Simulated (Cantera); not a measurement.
## Diamond growth

A diamond (100) surface in a fixed gas of H2 with x(CH4) = 0.022, x(H) = 0.015, at 1223 K, 30.8 Torr; coverages are run to steady state.

Model: the Harris–Goodwin 1993 mechanism for the reconstructed diamond (100) surface, integrated in Cantera.

| x(CH3) | growth (µm/h) | θ c6HH | θ c6H* | θ c6*H | θ c6** | θ c6HM |
|---|---|---|---|---|---|---|
| 1e-06 | 0.0204 | 0.424 | 0.0411 | 0.501 | 0.0340 | 6.10e-6 |
| 2.5e-06 | 0.0510 | 0.424 | 0.0411 | 0.501 | 0.0340 | 1.53e-5 |
| 6.3e-06 | 0.129 | 0.424 | 0.0411 | 0.501 | 0.0340 | 3.84e-5 |
| 1.6e-05 | 0.326 | 0.424 | 0.0411 | 0.501 | 0.0340 | 9.76e-5 |
| 4e-05 | 0.816 | 0.424 | 0.0410 | 0.501 | 0.0339 | 0.000244 |
| 0.0001 | 2.04 | 0.423 | 0.0410 | 0.501 | 0.0339 | 0.000609 |
| 0.00026 | 5.28 | 0.423 | 0.0409 | 0.500 | 0.0337 | 0.00158 |
| 0.00064 | 12.9 | 0.421 | 0.0408 | 0.498 | 0.0334 | 0.00386 |
| 0.0016 | 31.7 | 0.417 | 0.0403 | 0.492 | 0.0325 | 0.00949 |
θ: site fractions in the mechanism's names (c6HH fully hydrogenated, c6H* and c6*H radical sites, c6** diradical, c6HM methylated).
